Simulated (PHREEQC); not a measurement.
## Acid rinse or clean: speciation

Solution (55 °C): 0.017 mol/kgw HCl, 5.6e-05 mol/kgw ZnSO4 and 0.11 mol/kgw CuCl2. Closed to the air; pH follows from the charge balance.

All values are PHREEQC results (ion-association model, wateq4f.dat), not measurements.

Precipitation was switched off in this run.

### Question
What pH, ionic strength does the model give?

### Answer
pH 1.88; ionic strength 0.263 mol/kgw.

### Question
In which forms is S present?

### Answer
CuSO4 37 %, SO4-2 33 %, HSO4- 31 % of the S.

Complexes and solids missing from the database can't appear. Constants without temperature data keep their 25 °C values here.
